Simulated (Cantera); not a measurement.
Standard-state values (1 bar) from the NASA 1993 polynomials, evaluated with Cantera. Values are per mole of reaction as written; species without (g) are pure solids or liquids, kept so even where they would boil at 1 bar. ZrN: taken at fixed stoichiometry.

ZrN → N(g) + Zr

| T (K) | ΔH° (kJ) | ΔS° (J/K) | ΔG° (kJ) | log10 K | condensed phases |
|---|---|---|---|---|---|
| 300 | 837.9 | 153.3 | 792.0 | -137.89 | ZrN(s), Zr(α) |
| 1075 | 837.9 | 154.0 | 672.4 | -32.67 | ZrN(s), Zr(α) |
| 1275 | 841.2 | 156.9 | 641.1 | -26.27 | ZrN(s), Zr(β) |
| 1475 | [?] | [?] | [?] | [?] | ZrN(s), Zr(β) |
| 1675 | 838.9 | 155.3 | 578.7 | -18.05 | ZrN(s), Zr(β) |
| 1875 | [?] | [?] | [?] | [?] | ZrN(s), Zr(β) |
| 2075 | [?] | [?] | [?] | [?] | ZrN(s), Zr(β) |

### Question
Complete the blanks.

### Answer

- 1475, ΔH° (kJ): 840.1
- 1475, ΔS° (J/K): 156.1
- 1475, ΔG° (kJ): 609.8
- 1475, log10 K: -21.60
- 1875, ΔH° (kJ): 837.7
- 1875, ΔS° (J/K): 154.7
- 1875, ΔG° (kJ): 547.7
- 1875, log10 K: -15.26
- 2075, ΔH° (kJ): 836.7
- 2075, ΔS° (J/K): 154.2
- 2075, ΔG° (kJ): 516.8
- 2075, log10 K: -13.01
